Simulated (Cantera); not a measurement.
An isothermal, constant-pressure homogeneous reactor starts with NO : N2 = 1 : 0.91 (molar parts), at 1873 K and 14.3 Torr. Integrator tolerance rtol = 1e-08.

Detailed kinetics in Cantera: GRI-Mech 3.0 (53 species, 325 reactions). Radical loss at walls, strong at low pressure, is not modelled.

### Question
What does this change do: pressure from 14.3 Torr to 42.8 Torr?

### Answer
| quantity | before | after |
|---|---|---|
| x(NO) at 8.00 s | 0.460 (gas-phase equilibrium 0.00567) | 0.382 (gas-phase equilibrium 0.00568) |
| x(N2) at 8.00 s | 0.508 (gas-phase equilibrium 0.735) | 0.547 (gas-phase equilibrium 0.735) |
| x(O) at 8.00 s | 0.000368 (gas-phase equilibrium 0.000877) | 0.000284 (gas-phase equilibrium 0.000507) |
| x(N2O) at 8.00 s | 6.97e-5 (gas-phase equilibrium 4.30e-8) | 5.07e-5 (gas-phase equilibrium 7.45e-8) |
| x(O2) at 8.00 s | 0.0312 (gas-phase equilibrium 0.258) | 0.0707 (gas-phase equilibrium 0.259) |

### Question
What does this change do: pressure from 14.3 Torr to 0.450 bar?

### Answer
```
quantity                                             before                                      after
----------------  -----------------------------------------  -----------------------------------------
x(NO) at 8.00 s       0.460 (gas-phase equilibrium 0.00567)      0.124 (gas-phase equilibrium 0.00568)
x(N2) at 8.00 s         0.508 (gas-phase equilibrium 0.735)        0.676 (gas-phase equilibrium 0.735)
x(O) at 8.00 s    0.000368 (gas-phase equilibrium 0.000877)  0.000160 (gas-phase equilibrium 0.000180)
x(N2O) at 8.00 s    6.97e-5 (gas-phase equilibrium 4.30e-8)    6.06e-6 (gas-phase equilibrium 2.10e-7)
x(O2) at 8.00 s        0.0312 (gas-phase equilibrium 0.258)        0.200 (gas-phase equilibrium 0.259)
```
